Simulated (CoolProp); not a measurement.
Vapour-liquid equilibrium of ethanol (1) + n-nonane (2) at 99.75 °C; x and y are mole fractions of (1).

The numbers come from the multi-fluid Helmholtz-energy mixture model, Schroeder 2014 and Lemmon 2006; pair parameters Bell 2016 in CoolProp.

```tsv
x	bubble pressure (kPa)	y at the bubble point	dew pressure at overall composition x (kPa)	liquid density (mol/L)
0.05	71.55	0.713	…	5.274
0.2	156.8	0.877	26.09	5.891
0.35	…	0.902	32.07	6.675
0.5	196.3	0.909	…	7.706
0.65	200.5	0.914	59.02	9.114
0.8	207.4	0.927	…	11.12
0.95	218.5	…	214.6	14.15
```

Complete the blanks.


- 0.05, dew pressure at overall composition x (kPa): 21.97
- 0.35, bubble pressure (kPa): 187.2
- 0.5, dew pressure at overall composition x (kPa): 41.58
- 0.8, dew pressure at overall composition x (kPa): 101.2
- 0.95, y at the bubble point: 0.970

No azeotrope shows between x = 0.05 and 0.95.

Pair parameters are fitted to limited data, so mixtures are less certain than the pure fluids. With so large a gap from Raoult's law the liquid may split in two, which this calculation doesn't test in full.
